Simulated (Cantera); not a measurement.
An isothermal, constant-pressure homogeneous reactor starts with CH4 : H2O = 1 : 0.72 (molar parts), at 1550 K and 548 Torr.

Detailed kinetics in Cantera: GRI-Mech 3.0 (53 species, 325 reactions). GRI-Mech 3.0 stops at C3 and has no aromatics, soot or wall deposition, so with more carbon than oxygen in the feed, carbon stays in small species such as C2H2 where larger ones or solid carbon would form.

Question: Predict: x(CH4) at 20.0 s; x(H2O) at 20.0 s; x(CH3) at 20.0 s; x(H2) at 20.0 s.

Answer: 
```
Property                                           Result
----------------  ---------------------------------------
x(CH4) at 20.0 s    0.0466 (gas-phase equilibrium 0.0342)
x(H2O) at 20.0 s   0.0551 (gas-phase equilibrium 3.08e-6)
x(CH3) at 20.0 s  4.26e-5 (gas-phase equilibrium 3.03e-5)
x(H2) at 20.0 s       0.674 (gas-phase equilibrium 0.724)
```
